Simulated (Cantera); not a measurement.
## Dilute partial oxidation

An isothermal, constant-pressure homogeneous reactor starts with 0.813 % CH₃OH, 1.18 % O₂, 98.0 % N₂, equivalence ratio 1.0, at 1375 K and 1.00 bar.

Model: GRI-Mech 3.0 (53 species, 325 reactions), integrated in Cantera. GRI-Mech 3.0 was tuned for natural gas; its chemistry of methanol as a main component is partial and can be far from experiment.

```
t (s)      x CH₃OH      x O₂     x N₂O    x CH₃    x CO₂     x CH₂
--------  --------  --------  --------  -------  -------  --------
0.000500   0.00805    0.0117  6.63e-10  1.12e-6  1.85e-6   1.07e-8
0.00125    0.00746    0.0115   5.06e-9  3.69e-7  4.74e-6   1.01e-8
0.00313   8.25e-11   0.00439   5.44e-8  5.46e-9  0.00119  1.12e-10
0.00783     <1e-12  0.000660   4.36e-8   <1e-12  0.00692    <1e-12
0.0196      <1e-12  0.000207   3.03e-8   <1e-12  0.00743    <1e-12
0.0490      <1e-12   5.79e-5   1.77e-8   <1e-12  0.00759    <1e-12
0.122       <1e-12   1.10e-5   7.92e-9   <1e-12  0.00764    <1e-12
0.306       <1e-12   1.36e-6   3.00e-9   <1e-12  0.00765    <1e-12
0.766       <1e-12   1.46e-7   1.51e-9   <1e-12  0.00766    <1e-12
1.92        <1e-12   1.74e-8  8.13e-10   <1e-12  0.00766    <1e-12
4.79        <1e-12   2.42e-9  3.70e-10   <1e-12  0.00766    <1e-12
12.0        <1e-12  4.12e-10  1.88e-10   <1e-12  0.00766    <1e-12
30.0        <1e-12  1.66e-10  1.44e-10   <1e-12  0.00766    <1e-12
```
x: mole fraction; the columns are a selection and need not sum to one.

Equilibrium at this temperature and pressure: CH₃OH <1e-12, O₂ 1.23e-10, N₂O 1.21e-12, CH₃ <1e-12, CO₂ 0.00766, CH₂ <1e-12 (gas phase only).
